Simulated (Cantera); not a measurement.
Thermodynamics of silicon oxide and oxynitride deposition, feed HMDSO + H2O

A closed system holds: 1 mol HMDSO, 12 mol H2O, held at 0.890 bar.

Equilibrium computed with Cantera from the NASA thermochemical tables; the gas is ideal and each condensed phase is pure. Candidate condensed phases: C, C6H6, C7H8, C8H18, H2O, Si, SiC, SiO2; 123 gas species. The feed counts by its element totals alone. The tables hold silica as quartz up to 1696 K and as liquid above; real silica turns to tridymite and cristobalite and melts near 1996 K. Gases not in the tables: Si(OH)4. Rates play no part.

```
T (K)   x H2   x CO   x H2O    x CO2     x CH4       x H  n SiO2(β-quartz)  n SiO2(condensed)
-----  -----  -----  ------  -------  --------  --------  ----------------  -----------------
1125   0.688  0.198  0.0891   0.0233   0.00107   3.91e-8              2.00                  0
1225   0.685  0.203  0.0926   0.0187  0.000145   2.73e-7              2.00                  0
1325   0.682  0.207  0.0956   0.0155   2.63e-5   1.43e-6              2.00                  0
1425   0.680  0.209  0.0979   0.0132   6.08e-6   5.96e-6              2.00                  0
1525   0.678  0.211  0.0996   0.0115   1.71e-6   2.06e-5              2.00                  0
1625   0.677  0.212   0.101   0.0102   5.67e-7   6.15e-5              2.00                  0
1725   0.676  0.213   0.102  0.00914   2.14e-7  0.000162                 0               2.00
```
x: gas mole fraction; n: condensed amount in mol.

From 1125 K to 1625 K the condensed part is SiO2(β-quartz). At 1725 K the condensed part is SiO2(condensed).
